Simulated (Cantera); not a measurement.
An adiabatic, constant-volume homogeneous reactor starts with CH4 : CO : O2 : N2 : H2O = 1 : 0.67 : 1.3 : 3.89 : 0.46 (molar parts), equivalence ratio 1.8, at 1275 K and 1.00 atm. Integrator tolerance rtol = 1e-08.

Model: GRI-Mech 3.0 (53 species, 325 reactions), integrated in Cantera.

Q: What does this change do: pressure from 1.00 atm to 1.09 atm?

A: 
| quantity | before | after |
|---|---|---|
| time of steepest temperature rise | 27.8 ms | 26.1 ms |
| temperature at 8.00 s | 2783 K | 2788 K |
| equilibrium temperature | 2783 K | 2788 K |
| x(CH4) at 8.00 s | 4.87e-12 (gas-phase equilibrium 5.63e-12) | 5.67e-12 (gas-phase equilibrium 6.54e-12) |
| x(CO) at 8.00 s | 0.159 (gas-phase equilibrium 0.159) | 0.159 (gas-phase equilibrium 0.159) |
| x(O2) at 8.00 s | 0.000699 (gas-phase equilibrium 0.000699) | 0.000670 (gas-phase equilibrium 0.000670) |
| x(C2H) at 8.00 s | <1e-12 (gas-phase equilibrium <1e-12) | <1e-12 (gas-phase equilibrium <1e-12) |
| x(CH2CO) at 8.00 s | <1e-12 (gas-phase equilibrium <1e-12) | <1e-12 (gas-phase equilibrium <1e-12) |
| x(HO2) at 8.00 s | 6.69e-7 (gas-phase equilibrium 6.69e-7) | 6.69e-7 (gas-phase equilibrium 6.69e-7) |
| x(NO) at 8.00 s | 0.00162 (gas-phase equilibrium 0.00162) | 0.00160 (gas-phase equilibrium 0.00160) |

Q: What does this change do: pressure from 1.00 atm to 0.197 atm?

A: 
```
quantity                                                              before                                    after
---------------------------------  -----------------------------------------  ---------------------------------------
time of steepest temperature rise                                    27.8 ms                                  85.1 ms
temperature at 8.00 s                                                 2783 K                                   2675 K
equilibrium temperature                                               2783 K                                   2675 K
x(CH4) at 8.00 s                   4.87e-12 (gas-phase equilibrium 5.63e-12)    <1e-12 (gas-phase equilibrium <1e-12)
x(CO) at 8.00 s                          0.159 (gas-phase equilibrium 0.159)      0.157 (gas-phase equilibrium 0.157)
x(O2) at 8.00 s                    0.000699 (gas-phase equilibrium 0.000699)  0.00142 (gas-phase equilibrium 0.00142)
x(C2H) at 8.00 s                       <1e-12 (gas-phase equilibrium <1e-12)    <1e-12 (gas-phase equilibrium <1e-12)
x(CH2CO) at 8.00 s                     <1e-12 (gas-phase equilibrium <1e-12)    <1e-12 (gas-phase equilibrium <1e-12)
x(HO2) at 8.00 s                     6.69e-7 (gas-phase equilibrium 6.69e-7)  5.84e-7 (gas-phase equilibrium 5.84e-7)
x(NO) at 8.00 s                      0.00162 (gas-phase equilibrium 0.00162)  0.00196 (gas-phase equilibrium 0.00196)
```
